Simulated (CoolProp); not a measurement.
A single-stage vapour-compression cycle with ammonia: evaporating at 244.15 K (dew point), condensing at 309.15 K (bubble point), superheat 2 K, subcooling 2 K, compressor efficiency 0.7, no pressure losses. Each further row changes one setting.

Values from CoolProp's reference Helmholtz-energy equation of state, Gao 2020.

```csv
case,cooling COP,pressure ratio,discharge temperature (K),refrigerating effect (kJ/kg),volumetric capacity (kJ/m³)
as stated,2.00,11.1,488.9,1070,1150
evaporating temperature 249.15 K,2.27,8.76,468.3,1080,1440
condensing temperature 304.15 K,2.22,9.59,471.6,1090,1180
subcooling 7 K,2.05,11.1,488.9,1090,1170
superheat 12 K,1.96,11.1,507.1,1090,1120
compressor efficiency 0.6,1.72,11.1,523.6,1070,1150
```
